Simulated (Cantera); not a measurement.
A Cantera script and its output.

```python
import numpy as np
import cantera as ct

gas = ct.Solution("gri30.yaml")
gas.TPX = 1325, 100000, {'N2O': 0.14}
inlet = ct.Reservoir(gas, clone=True)

reactor = ct.IdealGasConstPressureReactor(gas, energy="off", clone=False)
exhaust = ct.Reservoir(gas, clone=True)
tau = [4.2, 1.1, 0.28, 0.071, 0.018, 0.0046, 0.0012][0]
for a, b in ((inlet, reactor), (reactor, exhaust)):
    ct.MassFlowController(a, b, mdot=lambda t: reactor.mass / tau)
net = ct.ReactorNet([reactor])
show = ['N2O', 'NO', 'O', 'N2', 'O2', 'NO2']

rows = []
print(f"{'tau/s':>10s}{'T/K':>9s}" + "".join(f"{s:>11s}" for s in show))
for tau in [4.2, 1.1, 0.28, 0.071, 0.018, 0.0046, 0.0012]:
    net.initial_time = 0.0
    net.advance(30 * tau)
    before = gas.X
    net.advance(40 * tau)
    drift = np.max(np.abs(gas.X - before) / (gas.X + 1e-9))
    rows.append([gas.T, *gas[show].X, drift])
    print(f"{tau:10.3e}{gas.T:9.1f}" + "".join(f"{x:11.3e}" for x in gas[show].X))
```

Output:

```
     tau/s      T/K        N2O         NO          O         N2         O2        NO2
 4.200e+00   1325.0  4.735e-02  4.475e-02  2.841e-06  6.127e-01  2.948e-01  4.090e-04
 1.100e+00   1325.0  1.420e-01  5.845e-02  4.722e-06  5.427e-01  2.563e-01  5.246e-04
 2.800e-01   1325.0  3.600e-01  5.602e-02  7.010e-06  3.986e-01  1.849e-01  4.937e-04
 7.100e-02   1325.0  6.675e-01  3.306e-02  8.796e-06  2.051e-01  9.408e-02  2.816e-04
 1.800e-02   1325.0  8.835e-01  1.215e-02  9.624e-06  7.159e-02  3.268e-02  9.354e-05
 4.600e-03   1325.0  9.670e-01  3.494e-03  9.877e-06  2.026e-02  9.237e-03  1.974e-05
 1.200e-03   1325.0  9.911e-01  9.407e-04  9.916e-06  5.427e-03  2.471e-03  2.640e-06
```

Computed with Cantera and GRI-Mech 3.0 (53 species, 325 reactions). GRI-Mech 3.0 was tuned for natural gas; its chemistry of N2O as a main component is partial and can be far from experiment. The mechanism lacks the step 2 NO + O2 → 2 NO2, which can matter for NO2 below about 1400 K. The temperature is held fixed by assumption; the heat of reaction is taken as removed at once.
